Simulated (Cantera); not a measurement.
# Transport properties of process gases

Gas mixture: 63.0 % C2H2, 37.0 % CH4, at 1.88 Torr, frozen composition.

Cantera's kinetic-theory transport with the Lennard-Jones parameters of GRI-Mech 3.0, ideal gas; thermal conductivity in the multicomponent form. The composition is frozen, though it would react at the higher temperatures.

```tsv
T (K)	ρ (kg/m³)	cp (J/kg/K)	μ (µPa s)	λ (mW/m/K)	Pr	D (cm²/s) CO2	D (cm²/s) H2	D (cm²/s) NO
400	0.00168	2089	13.9	40.4	0.719	95.7	440	123
550	0.00122	2415	17.9	60.3	0.718	171	755	215
700	0.000960	2689	21.5	80.6	0.716	262	1130	325
850	0.000790	2923	24.7	101	0.714	368	1570	452
1000	0.000672	3134	27.6	122	0.712	487	2050	595
1150	0.000584	3314	30.4	142	0.710	618	2590	752
1300	0.000517	3469	33.0	162	0.709	761	3170	922
1450	0.000463	3602	35.5	181	0.708	915	3800	1110
```
D: mixture-averaged diffusion coefficient of that species in the mixture.
